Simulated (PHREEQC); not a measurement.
**Metal-bearing waste water (model solution)**

Consider water at 25 °C with 120 mmol/kgw MnSO4, 7.6 mmol/kgw CuCl2 and 0.73 mmol/kgw NaF. Closed to the air; pH follows from the charge balance.

Model: ion-association model, wateq4f.dat, run in PHREEQC.

No solid was allowed to form.

### Question
What pH, ionic strength does the model give?

### Answer
pH 5.30; ionic strength 0.273 mol/kgw.

### Question
In which forms is Cl present?

### Answer
Cl- 93 %, MnCl+ 7.1 % of the Cl.

Saturation is exceeded, for instance for Antlerite, Brochantite; the values hold only as long as no solid forms. Complexes and solids missing from the database can't appear.
